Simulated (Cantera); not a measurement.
A Cantera script and what it prints.

```python
import numpy as np
import cantera as ct

gas_names = """
    CL Fe2CL6
""".split()
cond_names = """
    FeCL2(s) FeCL2(L)
""".split()


# ... load() reads the species with a 1 bar reference pressure and builds the phases ...
species = {s.name: s for s in load("nasa_gas.yaml", gas_names) + load("nasa_condensed.yaml", cond_names)}
# Each term lists the table entries of one substance; the one whose range holds T is used.
reactions = {
    '2 Cl(g) + 2 FeCl2 = Fe2Cl6(g)':
        [(-2, ['CL']), (-2, ['FeCL2(s)', 'FeCL2(L)']), (1, ['Fe2CL6'])],
}


def pick(names, T):
    return next(species[n] for n in names if species[n].thermo.min_temp <= T <= species[n].thermo.max_temp)


results = []
for label, terms in reactions.items():
    print(label)
    print("     T/K   dH/kJ  dS/(J/K)   dG/kJ   log10 K")
    for T in [300, 500, 550, 600, 650, 700]:
        used = [(nu, pick(names, T)) for nu, names in terms]
        dH = sum(nu * s.thermo.h(T) for nu, s in used) / 1e6
        dS = sum(nu * s.thermo.s(T) for nu, s in used) / 1e3
        dG = dH - T * dS / 1e3
        logK = -dG * 1e6 / (ct.gas_constant * T * np.log(10))
        results.append((label, T, dH, dS, dG, logK, [s.name for _, s in used]))
        print(f"{T:8g} {dH:8.1f} {dS:8.1f} {dG:8.1f} {logK:8.2f}")
```

It prints:

```
2 Cl(g) + 2 FeCl2 = Fe2Cl6(g)
     T/K   dH/kJ  dS/(J/K)   dG/kJ   log10 K
     300   -213.3    -29.5   -204.5    35.61
     500   -218.6    -42.7   -197.2    20.60
     550   -220.1    -45.5   -195.0    18.52
     600   -221.6    -48.2   -192.7    16.77
     650   -223.2    -50.8   -190.2    15.28
     700   -224.9    -53.3   -187.6    14.00
```

Cantera with NASA thermochemical tables; ideal gases at 1 bar, condensed phases pure. Condensed species are held in their standard states even where they would react or evaporate.
